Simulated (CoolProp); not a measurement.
Values from CoolProp's reference Helmholtz-energy equation of state, Tillner-Roth 1997.

For CH2F2 (R32), give the phase and the Joule-Thomson coefficient (K/MPa) at 334.2 K and 0.101 MPa.


- 334.2 K and 0.101 MPa: gas; Joule-Thomson coefficient 17.4
